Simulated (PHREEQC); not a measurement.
## Metal-bearing waste water

A solution holds 0.042 mol CdCl2, 0.031 mol MgSO4, 4.4e-05 mol NaHCO3 and 7.8e-05 mol Na2SO4 per kg of water, at 25 °C. Closed to the air; pH follows from the charge balance.

Model: ion-association model, wateq4f.dat, run in PHREEQC.

Precipitation was switched off in this run.

Problem. Predict the pH.

Solution. pH 6.38.

Problem. In which forms is S present?

Solution. SO4-2 47 %, MgSO4 29 %, CdSO4 18 %, Cd(SO4)2-2 5.7 % of the S.

The solution is supersaturated, for example in Otavite, so a real one may precipitate; this is no full list.
